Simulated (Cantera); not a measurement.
Input: 1 mol Si₂H₆, 0.53 mol O₂, 110 mol N₂, at 1.33 mbar.

These are equilibrium values from Cantera (NASA tables, ideal gas, pure condensed phases), not measurements of a reactor. Candidate condensed phases: H₂O, Si, SiO₂, Si₂N₂O, Si₃N₄; 35 gas species. The feed counts by its element totals alone. N₂ is the only nitrogen source here; it is nearly inert below about 1500 K, so the nitride shown seldom forms there in practice. Mutual solubility and eutectic melting of coexisting phases are not modelled. The tables hold silica as quartz up to 1696 K and as liquid above; real silica turns to tridymite and cristobalite and melts near 1996 K. Rates play no part.

Q: Which condensed phases are stable at each of these points (T (K)): 1298, 1348, 1398, 1448, 1498, 1548, 1598, 1648, 1698, 1748, 1798, 1848?

A: 
| T (K) | condensed phases | Si condensed (%) |
|---|---|---|
| 1298 | SiO₂(β-quartz) + Si₂N₂O(s) | 99.8 |
| 1348 | SiO₂(β-quartz) + Si₂N₂O(s) | 99.1 |
| 1398 | SiO₂(β-quartz) + Si₂N₂O(s) | 95.5 |
| 1448 | Si₂N₂O(s) | 94.0 |
| 1498 | Si₂N₂O(s) | 94.0 |
| 1548 | Si₂N₂O(s) | 94.0 |
| 1598 | Si₂N₂O(s) + Si₃N₄(s) | 79.2 |
| 1648 | Si₃N₄(s) | 46.2 |
| 1698 | Si(l) | 43.8 |
| 1748 | Si(l) | 40.1 |
| 1798 | Si(l) | 32.6 |
| 1848 | Si(l) | 17.8 |

From 1298 K to 1398 K the condensed part is SiO₂(β-quartz) + Si₂N₂O(s). From 1448 K to 1548 K the condensed part is Si₂N₂O(s). At 1598 K the condensed part is Si₂N₂O(s) + Si₃N₄(s). At 1648 K the condensed part is Si₃N₄(s). From 1698 K to 1848 K the condensed part is Si(l).
